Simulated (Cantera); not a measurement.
NO annealing gas

A perfectly stirred reactor is fed with 15.9 % NO, 84.1 % N2, at 0.350 bar; it is held at 2000 K, and followed from long to short residence time.

Cantera simulation using GRI-Mech 3.0 (53 species, 325 reactions); the numbers are that mechanism's predictions, not measurements.

```csv
τ (s),x NO,x N2O,x NO2,x N2,x O,x O2
1.3,0.117,6.18e-6,3.87e-5,0.862,0.000173,0.0205
0.64,0.137,8.49e-6,3.42e-5,0.852,0.000133,0.0108
0.32,0.148,9.98e-6,2.83e-5,0.847,0.000103,0.00530
0.16,0.153,1.08e-5,2.37e-5,0.844,8.46e-5,0.00254
0.078,0.156,1.11e-5,2.05e-5,0.842,7.28e-5,0.00118
0.038,0.158,1.12e-5,1.84e-5,0.842,6.52e-5,0.000538
0.019,0.158,1.10e-5,1.66e-5,0.842,5.88e-5,0.000241
0.0093,0.158,1.04e-5,1.43e-5,0.841,5.06e-5,9.59e-5
0.0046,0.159,9.43e-6,1.10e-5,0.841,3.91e-5,3.21e-5
```
x: mole fraction; the columns are a selection and need not sum to one.
